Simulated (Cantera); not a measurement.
A closed system holds: 1 mol SiF4, 89 mol H2, held at 1225 K and 9.00 Torr.

Equilibrium computed with Cantera from the NASA thermochemical tables; the gas is ideal and each condensed phase is pure. Candidate condensed phases: Si; 25 gas species. The tables' values for SiF3, SiF2 are old estimates; treat these amounts as uncertain. Rates play no part.

Base state: H2 0.988, SiF4 0.0102, HF 0.000902, SiHF3 0.000486, SiF3 0.000366, SiF2 1.35e-5, SiH2F2 1.12e-5 (mole fractions); condensed: gas only.

Task: What changes in the equilibrium state with this change: temperature from 1225 K to 2448.15 K?

Result: 
```
species    before     after
-------  --------  --------
H2          0.988     0.792
H         2.83e-6     0.162
HF       0.000902    0.0365
SiF4       0.0102   2.51e-7
Si          <1e-9   0.00745
SiF         <1e-9   0.00111
SiH         <1e-9  0.000208
SiH2        <1e-9   1.87e-5
F           <1e-9   1.36e-5
```
The tables' values for SiF2, SiF, SiF3 are old estimates; treat these amounts as uncertain. Gases not in the tables: Si2H6 and higher silanes.
